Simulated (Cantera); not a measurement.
Input: 1 mol c-C4F8, 0.033 mol HCl, 0.36 mol H2, held at 0.0435 Torr.

Method: chemical equilibrium by Gibbs-energy minimisation in Cantera with the NASA 1993 tables (ideal gas, pure condensed phases). Candidate condensed phases: C, C6H6, C7H8, C8H18; 118 gas species. The feed counts by its element totals alone. Rates play no part.

x: gas mole fraction; n: condensed amount in mol.

| T (K) | x F | x C | x C3 | x HF | x CF2 | x H | x CF | x C2 | n C(graphite) |
|---|---|---|---|---|---|---|---|---|---|
| 2123 | 0.794 | 6.37e-6 | 8.26e-6 | 0.102 | 0.0914 | 1.89e-5 | 0.00652 | 7.12e-7 | 3.27 |
| 2323 | 0.865 | 0.000209 | 0.000439 | 0.0951 | 0.0187 | 0.000286 | 0.0157 | 3.92e-5 | 3.72 |
| 2523 | 0.852 | … | … | 0.0891 | … | … | … | … | … |
| 2723 | 0.729 | … | … | … | … | … | … | … | 0 |
| 2923 | 0.700 | 0.123 | 0.0620 | 0.0231 | 7.59e-5 | 0.0469 | 0.0206 | 0.0207 | 0 |
| 3123 | 0.649 | 0.246 | 0.0145 | 0.00543 | 7.55e-6 | 0.0570 | 0.00878 | 0.0165 | 0 |
| 3323 | 0.629 | 0.299 | 0.00116 | 0.00135 | 7.02e-7 | 0.0583 | 0.00284 | 0.00588 | 0 |
| 3523 | 0.626 | 0.309 | 8.20e-5 | 0.000397 | 7.79e-8 | 0.0587 | 0.000928 | 0.00179 | 0 |

Problem. Some entries are withheld; supply them.

Solution. 
- 2523, x C: 0.00393
- 2523, x C3: 0.0122
- 2523, x CF2: 0.00409
- 2523, x H: 0.00309
- 2523, x CF: 0.0299
- 2523, x C2: 0.00113
- 2523, n C(graphite): 3.37
- 2723, x C: 0.0380
- 2723, x C3: 0.103
- 2723, x HF: 0.0586
- 2723, x CF2: 0.000662
- 2723, x H: 0.0189
- 2723, x CF: 0.0354
- 2723, x C2: 0.0125
